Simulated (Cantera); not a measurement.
A perfectly stirred reactor is fed with CH4 : N2 = 1 : 3.2 (molar parts), at 20.0 Torr; it is held at 1548 K, and followed from long to short residence time.

Computed with Cantera and GRI-Mech 3.0 (53 species, 325 reactions). GRI-Mech 3.0 stops at C3 and has no aromatics, soot or wall deposition, so with more carbon than oxygen in the feed, carbon stays in small species such as C2H2 where larger ones or solid carbon would form. Radical loss at walls, strong at low pressure, is not modelled.

Problem. Predict: x(CH4) at τ = 0.520 s; x(CH2) at τ = 0.520 s; x(H) at τ = 0.520 s; x(C2H4) at τ = 0.520 s; x(H2) at τ = 0.520 s; x(CH4) at τ = 36.0 ms; x(CH2) at τ = 36.0 ms; x(H) at τ = 36.0 ms; x(C2H4) at τ = 36.0 ms; x(H2) at τ = 36.0 ms.

Solution. x(CH4) at τ = 0.520 s: 0.178
x(CH2) at τ = 0.520 s: 1.01e-7
x(H) at τ = 0.520 s: 1.42e-5
x(C2H4) at τ = 0.520 s: 0.00325
x(H2) at τ = 0.520 s: 0.0702
x(CH4) at τ = 36.0 ms: 0.236
x(CH2) at τ = 36.0 ms: 3.05e-8
x(H) at τ = 36.0 ms: 4.38e-7
x(C2H4) at τ = 36.0 ms: 0.000509
x(H2) at τ = 36.0 ms: 0.00157
